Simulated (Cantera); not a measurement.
What does this Cantera script print?

```python
import numpy as np
import cantera as ct

gas = ct.Solution("h2o2.yaml")
gas.TP = 300, 33000
flame = ct.CounterflowDiffusionFlame(gas, width=0.02)
flame.fuel_inlet.X, flame.fuel_inlet.T = {'H2': 1}, 500
flame.oxidizer_inlet.X, flame.oxidizer_inlet.T = {'O2': 0.18, 'N2': 0.82}, 748
flame.set_refine_criteria(ratio=3, slope=0.12, curve=0.24, prune=0.03)
show = ['OH', 'H', 'H2O', 'HO2']

rows = []
print(f"{'mdot':>8s}{'a_max':>10s}{'a_mean':>10s}{'Tmax/K':>9s}" + "".join(f"{s:>11s}" for s in show) + "   (peak mole fractions)")
for i, mdot in enumerate([0.2, 0.27, 0.37, 0.51, 0.7, 0.96, 1.3, 1.8, 2.5, 3.4]):  # kg/m2/s on the oxidiser side
    flame.oxidizer_inlet.mdot, flame.fuel_inlet.mdot = mdot, 0.37 * mdot
    flame.solve(loglevel=0, auto=(i == 0))
    if flame.T.max() < max(500, 748) + 100:
        print(f"{mdot:8.3g}  no burning solution found from the previous one")
        break
    dT = np.abs(np.gradient(flame.T, flame.grid))
    rows.append([flame.strain_rate("max"), flame.strain_rate("mean"), flame.T.max(),
                 *(flame.X[gas.species_index(s)].max() for s in show), max(dT[0], dT[-1]) / dT.max()])
    print(f"{mdot:8.3g}{rows[-1][0]:10.1f}{rows[-1][1]:10.1f}{rows[-1][2]:9.1f}" + "".join(f"{x:11.3e}" for x in rows[-1][3:-1]))
```

It prints:

```
    mdot     a_max    a_mean   Tmax/K         OH          H        H2O        HO2   (peak mole fractions)
     0.2    1146.9     296.8   2013.6  1.751e-02  4.199e-02  2.254e-01  3.932e-05
    0.27    1534.1     400.7   1950.6  1.655e-02  4.533e-02  2.232e-01  4.291e-05
    0.37    2082.9     549.1   1886.7  1.560e-02  4.886e-02  2.216e-01  4.589e-05
    0.51    2831.8     756.8   1828.8  1.477e-02  5.308e-02  2.194e-01  4.864e-05
     0.7    3891.8    1038.8   1765.9  1.367e-02  5.693e-02  2.171e-01  5.115e-05
    0.96    5333.7    1424.6   1698.4  1.240e-02  6.005e-02  2.144e-01  5.363e-05
     1.3    7174.6    1929.2   1635.2  1.116e-02  6.275e-02  2.110e-01  5.585e-05
     1.8    9890.1    2671.2   1569.8  9.898e-03  6.530e-02  2.058e-01  5.821e-05
     2.5   13818.8    3710.0   1506.0  8.736e-03  6.726e-02  1.982e-01  6.054e-05
     3.4   18850.1    5045.6   1436.6  7.404e-03  6.647e-02  1.877e-01  6.261e-05
```

Computed with Cantera and the H2/O2 subset of GRI-Mech 3.0, which has no nitrogen chemistry. The maximum strain rate includes the flame's own expansion and is several times the mean.
